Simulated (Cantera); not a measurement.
# Boron, boron nitride and boron oxide: BF3 + H2

Input: 1 mol BF3, 1.2 mol H2, equilibrated at 0.000760 bar.

These are equilibrium values from Cantera (NASA tables, ideal gas, pure condensed phases), not measurements of a reactor. Candidate condensed phases: B; 20 gas species. The tables' values for BF2 are old estimates; treat these amounts as uncertain. Equilibrium is a limit: real reactors are often held back by kinetics, nucleation or transport.

```csv
T (K),x H2,x BF3,x HF,x BF2
925,0.545,0.454,0.000639,1.42e-6
975,0.544,0.454,0.000968,5.72e-6
1025,0.544,0.453,0.00141,2.01e-5
1075,0.543,0.453,0.00199,6.23e-5
1125,0.543,0.452,0.00275,0.000173
1175,0.542,0.451,0.00374,0.000433
1225,0.541,0.449,0.00507,0.000984
1275,0.539,0.447,0.00690,0.00203
1325,0.537,0.444,0.00948,0.00382
1375,0.534,0.440,0.0132,0.00662
1425,0.530,0.434,0.0183,0.0107
```
x: gas mole fraction; nothing condenses.

From 925 K to 1425 K nothing is condensed. The main B-bearing gas is BF3 throughout.
